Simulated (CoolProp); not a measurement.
Properties of methane along the isotherm 127.1 K (Tc = 190.6 K, pc = 4.599 MPa, ω = 0.011).

The numbers come from the reference Helmholtz-energy equation of state, Setzmann 1991 in CoolProp.

| p (MPa) | phase | density (kg/m³) | cp (kJ/(kg K)) | cv (kJ/(kg K)) | expansivity (1/kK) | viscosity (µPa s) | conductivity (mW/(m K)) |
|---|---|---|---|---|---|---|---|
| 0.719 | liquid | 399.3 | 3.614 | 1.992 | 4.063 | 86.1 | 162 |
| 1.44 | liquid | 400.2 | 3.599 | 1.994 | 4.000 | 86.9 | 163 |
| 2.16 | liquid | 401.1 | 3.584 | 1.996 | 3.940 | 87.7 | 164 |
| 2.87 | liquid | 402.0 | 3.571 | 1.998 | 3.884 | 88.5 | 165 |
| 3.59 | liquid | 402.9 | 3.558 | 2.000 | 3.829 | 89.2 | 166 |
| 4.31 | liquid | ___ | 3.545 | 2.002 | ___ | 90.0 | 167 |
| 5.03 | liquid | 404.6 | 3.533 | 2.004 | 3.727 | 90.8 | 168 |
| 5.75 | liquid | 405.4 | ___ | ___ | 3.679 | 91.6 | 169 |
| 6.47 | liquid | 406.2 | 3.511 | 2.008 | 3.632 | 92.4 | 170 |
| 7.19 | liquid | 407.0 | 3.500 | 2.010 | 3.588 | 93.1 | 171 |
| 7.9 | liquid | 407.8 | 3.490 | 2.012 | 3.545 | 93.9 | 172 |
| 8.62 | liquid | 408.5 | 3.480 | 2.014 | 3.504 | 94.7 | 172 |
| 9.34 | liquid | 409.3 | 3.471 | 2.016 | 3.463 | 95.4 | 173 |
| 10.1 | liquid | 410.1 | 3.461 | 2.018 | 3.423 | 96.2 | 174 |
| 10.8 | liquid | 410.8 | 3.453 | 2.020 | 3.386 | 97.0 | 175 |
| 11.5 | liquid | 411.5 | 3.444 | 2.022 | 3.351 | 97.7 | 176 |

Task: What belongs in the gaps?

Result: 
- 4.31, density (kg/m³): 403.7
- 4.31, expansivity (1/kK): 3.777
- 5.75, cp (kJ/(kg K)): 3.522
- 5.75, cv (kJ/(kg K)): 2.006

Viscosity comes from a separate model (Quiñones-Cisneros 2006). Thermal conductivity comes from a separate model (Friend 1989).
